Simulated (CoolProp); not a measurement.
Vapour-liquid equilibrium of nitrogen (1) + carbon monoxide (2) at -160.95 °C; x and y are mole fractions of (1).

The numbers come from the multi-fluid Helmholtz-energy mixture model, Span 2000 and Lemmon 2006; pair parameters Gernert 2013 in CoolProp.

### Question
Give the bubble pressure and the first vapour's composition at x = 0.05, 0.55, 0.65. Is there an azeotrope?

### Answer
x = 0.05: 1242 kPa, y = 0.063; x = 0.55: 1482 kPa, y = 0.600; x = 0.65: 1526 kPa, y = 0.692. No azeotrope shows between x = 0.05 and 0.95.

Pair parameters are fitted to limited data, so mixtures are less certain than the pure fluids.
